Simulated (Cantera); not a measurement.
Charge: 1 mol PbO, 0.58 mol C, 14 mol H2, at 10000 Pa.

Cantera equilibrium calculation (NASA polynomials, part measured and part estimated; ideal gas, pure solids and liquids). Candidate condensed phases: C, C6H6, C7H8, C8H18, H2O, Pb, PbO, PbO2, Pb3O4; 113 gas species. Rates play no part. All values below are at 1075 K.

Base state: H2 0.932, CO 0.0385, H2O 0.0276, CO2 0.00123, Pb 0.000759, CH4 6.42e-5 (mole fractions); condensed: Pb(l).

**Question.** What changes in the equilibrium state with this change: C from 0.58 to 6 mol?

**Answer.** 
| species | before | after |
|---|---|---|
| H2 | 0.932 | 0.928 |
| CO | 0.0385 | 0.0660 |
| CH4 | 6.42e-5 | 0.00389 |
| H2O | 0.0276 | 0.000775 |
| Pb | 0.000759 | 0.000759 |
| CO2 | 0.00123 | 5.93e-5 |
| Pb(l), mol | 0.989 | 0.989 |
| C(graphite), mol | 0 | 4.95 |
